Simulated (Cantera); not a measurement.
Feed: 1 mol acetone, 1.2 mol H₂, equilibrated at 1173.15 K.

Cantera equilibrium calculation (NASA polynomials, part measured and part estimated; ideal gas, pure solids and liquids). Candidate condensed phases: C, C₆H₆, C₇H₈, C₈H₁₈, H₂O; 110 gas species. The feed counts by its element totals alone. The ideal-gas law is rough above about 30 bar. Equilibrium is a limit: real reactors are often held back by kinetics, nucleation or transport.

log p: log10 of the partial pressure in bar; n: condensed amount in mol.

```csv
P (Pa),log p H₂,log p CH₄,log p CO,log p H₂O,log p CO₂,n C(graphite)
10,-4.09,-9.90,-4.72,-10.26,-10.99,2.00
160,-2.89,-7.49,-3.51,-7.85,-8.58,2.00
2500,-1.70,-5.10,-2.32,-5.46,-6.19,2.00
40000,[?],[?],[?],[?],[?],1.99
630000,[?],[?],[?],[?],[?],1.85
10000000,1.61,1.52,0.98,1.15,0.41,1.43
```

Q: Fill in the missing entries.

A: 
- 630000, log p H₂: 0.66
- 630000, log p CH₄: -0.39
- 630000, log p CO: 0.04
- 630000, log p H₂O: -0.75
- 630000, log p CO₂: -1.48
- 40000, log p H₂: -0.49
- 40000, log p CH₄: -2.70
- 40000, log p CO: -1.12
- 40000, log p H₂O: -3.06
- 40000, log p CO₂: -3.79
